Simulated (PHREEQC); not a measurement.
## Nickel, zinc or cadmium bath: speciation

Consider water at 25 °C with 0.0021 mol/kgw ZnSO4 and 0.099 mol/kgw Na2SO4. Closed to the air; pH follows from the charge balance.

Equilibrium calculation in PHREEQC: ion-association model, wateq4f.dat.

| Property | Value |
|---|---|
| pH | 6.56 |
| ionic strength | 0.262 mol/kgw |

```tsv
species	molality	activity	log γ
Na+	0.179	0.131	-0.136
SO4-2	0.0801	0.0212	-0.577
NaSO4-	0.0190	0.0139	-0.137
ZnSO4	0.000902	0.000958	0.026
Zn+2	0.000638	0.000193	-0.520
Zn(SO4)2-2	0.000559	0.000165	-0.530
ZnOH+	1.04e-6	7.64e-7	-0.133
HSO4-	7.99e-7	5.67e-7	-0.149
H+	3.50e-7	2.76e-7	-0.104
OH-	5.28e-8	3.62e-8	-0.164
Zn(OH)2	2.98e-8	3.17e-8	0.026
```

Precipitation was switched off in this run.
